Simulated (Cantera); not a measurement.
Charge: 1 mol Al, a varied amount of HCl, 6.9 mol H₂, held at 0.00900 Torr.

Points: T (K) = 698, 748, 798, 848, 898, 948, 998, 1048, 1098, 1148; n(HCl) (mol) = 1.2, 2.9, 4.6, 6.3, 8, 9.7, 11.

Cantera's Mixture.equilibrate('TP', solver="vcs", rtol=1e-11, max_steps=5000) on the NASA tables stopped like this:

```
ERROR: FAILURE its = 5001!

*******************************************************************************
CanteraError thrown by MultiPhase::equilibrate:
VCS solver failed. Return code: -1
*******************************************************************************
```

### Question
What got this run through?

### Answer
This is not unique; one that fits is The failure is numerical, not chemical. The same input converged with solver="gibbs", rtol=1e-10, max_steps=50000, and the result passed a check of the equilibrium conditions:
```
    698        1.2  AL(cr)
    698        2.9  AL(cr)
    698        4.6  gas only
    698        6.3  gas only
    698          8  gas only
    698        9.7  gas only
    698         11  gas only
    748        1.2  AL(cr)
    748        2.9  gas only
    748        4.6  gas only
    748        6.3  gas only
    748          8  gas only
    748        9.7  gas only
    748         11  gas only
    798        1.2  AL(cr)
    798        2.9  gas only
    798        4.6  gas only
    798        6.3  gas only
    798          8  gas only
    798        9.7  gas only
    798         11  gas only
    848        1.2  gas only
    848        2.9  gas only
    848        4.6  gas only
    848        6.3  gas only
    848          8  gas only
    848        9.7  gas only
    848         11  gas only
    898        1.2  gas only
    898        2.9  gas only
    898        4.6  gas only
    898        6.3  gas only
    898          8  gas only
    898        9.7  gas only
    898         11  gas only
    948        1.2  gas only
    948        2.9  gas only
    948        4.6  gas only
    948        6.3  gas only
    948          8  gas only
    948        9.7  gas only
    948         11  gas only
    998        1.2  gas only
    998        2.9  gas only
    998        4.6  gas only
    998        6.3  gas only
    998          8  gas only
    998        9.7  gas only
    998         11  gas only
   1048        1.2  gas only
   1048        2.9  gas only
   1048        4.6  gas only
   1048        6.3  gas only
   1048          8  gas only
   1048        9.7  gas only
   1048         11  gas only
   1098        1.2  gas only
   1098        2.9  gas only
   1098        4.6  gas only
   1098        6.3  gas only
   1098          8  gas only
   1098        9.7  gas only
   1098         11  gas only
   1148        1.2  gas only
   1148        2.9  gas only
   1148        4.6  gas only
   1148        6.3  gas only
   1148          8  gas only
   1148        9.7  gas only
   1148         11  gas only
```

The gas is ideal and each condensed phase is pure. The tables' values for AlCl2 are old estimates.
